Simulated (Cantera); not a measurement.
A Cantera script and its output.

```python
import numpy as np
import cantera as ct

gas = ct.Solution("gri30.yaml")


def delay(T, t_max=10):
    gas.TPX = T, 580000, {'C2H4': 1, 'O2': 2, 'N2': 7.52, 'CO2': 0.88}
    reactor = ct.IdealGasReactor(gas, clone=False)
    net = ct.ReactorNet([reactor])
    net.rtol, net.atol = 1e-8, 1e-16
    while net.time < t_max:
        t_old, T_old = net.time, reactor.T
        net.step()
        if reactor.T > T + 400:  # ignition: a rise of 400 K
            return t_old + (T + 400 - T_old) / (reactor.T - T_old) * (net.time - t_old)
    return np.nan


taus = []
for T in [1150, 1200, 1250, 1300, 1350, 1400, 1450, 1500, 1550]:
    taus.append(delay(T))
    print(f"T0 = {T:6g} K   tau = {taus[-1]:.4e} s")
```

It prints:

```
T0 =   1150 K   tau = 3.6047e-03 s
T0 =   1200 K   tau = 9.2507e-04 s
T0 =   1250 K   tau = 2.6732e-04 s
T0 =   1300 K   tau = 8.8110e-05 s
T0 =   1350 K   tau = 3.3639e-05 s
T0 =   1400 K   tau = 1.6525e-05 s
T0 =   1450 K   tau = 1.0077e-05 s
T0 =   1500 K   tau = 6.9778e-06 s
T0 =   1550 K   tau = 5.2129e-06 s
```

Cantera simulation using GRI-Mech 3.0 (53 species, 325 reactions); the numbers are that mechanism's predictions, not measurements. GRI-Mech 3.0 was tuned for natural gas; its chemistry of ethylene as a main component is partial and can be far from experiment.
